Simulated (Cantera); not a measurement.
Cantera run, input and output.

```python
import numpy as np
import cantera as ct

gas = ct.Solution("gri30.yaml")
gas.TP = 300, 101325
flame = ct.CounterflowDiffusionFlame(gas, width=0.02)
flame.fuel_inlet.X, flame.fuel_inlet.T = {'CH4': 1, 'CO': 0.55}, 600
flame.oxidizer_inlet.X, flame.oxidizer_inlet.T = {'O2': 0.28, 'N2': 0.72}, 450
flame.set_refine_criteria(ratio=3, slope=0.12, curve=0.24, prune=0.03)
show = ['OH', 'H', 'NO', 'CO', 'C2H2']

rows = []
print(f"{'mdot':>8s}{'a_max':>10s}{'a_mean':>10s}{'Tmax/K':>9s}" + "".join(f"{s:>11s}" for s in show) + "   (peak mole fractions)")
for i, mdot in enumerate([0.25, 0.37, 0.54, 0.79, 1.2, 1.7, 2.5]):  # kg/m2/s on the oxidiser side
    flame.oxidizer_inlet.mdot, flame.fuel_inlet.mdot = mdot, 0.72 * mdot
    flame.solve(loglevel=0, auto=(i == 0))
    if flame.T.max() < max(600, 450) + 100:
        print(f"{mdot:8.3g}  no burning solution found from the previous one")
        break
    dT = np.abs(np.gradient(flame.T, flame.grid))
    rows.append([flame.strain_rate("max"), flame.strain_rate("mean"), flame.T.max(),
                 *(flame.X[gas.species_index(s)].max() for s in show), max(dT[0], dT[-1]) / dT.max()])
    print(f"{mdot:8.3g}{rows[-1][0]:10.1f}{rows[-1][1]:10.1f}{rows[-1][2]:9.1f}" + "".join(f"{x:11.3e}" for x in rows[-1][3:-1]))
```

Result:

```
    mdot     a_max    a_mean   Tmax/K         OH          H         NO         CO       C2H2   (peak mole fractions)
    0.25     189.0      37.7   2382.6  1.461e-02  6.363e-03  6.491e-04  3.548e-01  1.899e-02
    0.37     266.3      55.8   2353.4  1.470e-02  6.758e-03  5.524e-04  3.548e-01  1.832e-02
    0.54     372.2      81.4   2328.2  1.466e-02  7.129e-03  4.803e-04  3.548e-01  1.763e-02
    0.79     523.8     119.1   2307.6  1.454e-02  7.495e-03  4.215e-04  3.548e-01  1.683e-02
     1.2     766.2     180.9   2289.3  1.442e-02  7.927e-03  3.673e-04  3.548e-01  1.599e-02
     1.7    1054.7     256.3   2272.9  1.422e-02  8.259e-03  3.226e-04  3.548e-01  1.526e-02
     2.5    1505.7     376.9   2251.6  1.384e-02  8.541e-03  2.711e-04  3.548e-01  1.432e-02
```

Cantera simulation using GRI-Mech 3.0 (53 species, 325 reactions); the numbers are that mechanism's predictions, not measurements. GRI-Mech 3.0 has no aromatics or soot, which form on the fuel side of real flames. The maximum strain rate includes the flame's own expansion and is several times the mean.
